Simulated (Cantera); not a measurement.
## Equilibrium for aluminium nitride and oxide growth: Al(CH₃)₃ + NH₃ + H₂

Feed: 1 mol Al(CH₃)₃, 8.9 mol NH₃, 14 mol H₂, held at 1050 °C and 30.0 Pa.

These are equilibrium values from Cantera (NASA tables, ideal gas, pure condensed phases), not measurements of a reactor. Candidate condensed phases: Al, AlN, C, C₆H₆, C₇H₈, C₈H₁₈; 97 gas species. The feed counts by its element totals alone. Kinetics and transport are ignored.

```yaml
x(H₂): 0.890
x(N₂): 0.110
x(H): 8.66e-5
x(HCN): 8.03e-5
x(CH₄): 1.61e-6
n(AlN(s)): 1.000 mol
n(C(graphite)): 3.00 mol
gas_amount: 35.80 mol
log10 activity of Al(l) (absent): -4.62
```
